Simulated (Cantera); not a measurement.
## FeCl3 + H2 + N2 (halide evaporation, hydrolysis and transport)

Feed: 1 mol FeCl3, 1.3 mol H2, 1.1 mol N2, equilibrated at 2.80 Pa.

These are equilibrium values from Cantera (NASA tables, ideal gas, pure condensed phases), not measurements of a reactor. Candidate condensed phases: Fe, FeCl2, FeCl3, NH4Cl; 18 gas species. Rates play no part.

```csv
T (K),x HCl,x Cl,x N2,x FeCl2,x H2,x Fe,x H,n Fe(α),n Fe(γ)
1100,0.351,3.86e-6,0.282,0.209,0.158,4.50e-8,1.94e-6,0.184,0
1200,0.321,2.50e-5,0.282,0.224,0.173,1.77e-6,1.55e-5,0,0.126
1300,0.297,0.000122,0.282,0.236,0.185,3.90e-5,8.98e-5,0,0.0801
1400,0.277,0.000477,0.282,0.245,0.194,0.000547,0.000405,0,0.0404
1500,0.263,0.00158,0.280,0.250,0.199,0.00510,0.00148,0,0
1600,0.288,0.00553,0.275,0.228,0.178,0.0217,0.00434,0,0
1700,0.328,0.0189,0.263,0.185,0.141,0.0537,0.0105,0,0
1800,0.354,0.0576,0.244,0.127,0.101,0.0944,0.0215,0,0
1900,0.331,0.139,0.218,0.0626,0.0725,0.136,0.0404,0,0
2000,0.257,0.237,0.193,0.0165,0.0617,0.159,0.0763,0,0
2100,0.166,0.306,0.175,0.00271,0.0550,0.156,0.138,0,0
```
x: gas mole fraction; n: condensed amount in mol.

At 1100 K the condensed part is Fe(α). From 1200 K to 1400 K the condensed part is Fe(γ). From 1500 K to 2100 K nothing is condensed. The main Fe-bearing gas is FeCl2 at 1100 K and Fe at 2100 K.
